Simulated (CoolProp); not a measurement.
Acetone along the isotherm 251.75 °C: density (kg/m³) from the reference equation and from simpler models built on Tc = 235.0 °C, pc = 46.92 bar, ω = 0.307; each cubic takes its own stable root.

Computed with CoolProp (reference Helmholtz-energy equation of state, Lemmon 2006). It is a short technical equation, of lower accuracy than the large ones.

```csv
p (bar),phase,reference
4.69,gas,6.473
9.38,gas,13.46
14.1,gas,21.11
18.8,gas,29.47
23.5,gas,38.75
28.2,gas,49.20
32.8,gas,60.92
37.5,gas,75.00
42.2,gas,92.22
46.9,gas,114.6
51.6,supercritical,147.4
56.3,supercritical,210.2
61,supercritical,318.3
65.7,supercritical,369.8
70.4,supercritical,395.9
```

### Question
How far does each simpler model (Redlich-Kwong, Soave-Redlich-Kwong, Peng-Robinson) lie from the reference over these 15 states: mean and median of the absolute difference, and the worst?

### Answer
- Redlich-Kwong: mean 7.0 %, median 3.3 %, worst -26.3 % at 251.75 °C and 70.4 bar
- Soave-Redlich-Kwong: mean 9.9 %, median 5.2 %, worst -30.3 % at 251.75 °C and 65.7 bar
- Peng-Robinson: mean 6.4 %, median 1.7 %, worst -24.3 % at 251.75 °C and 65.7 bar
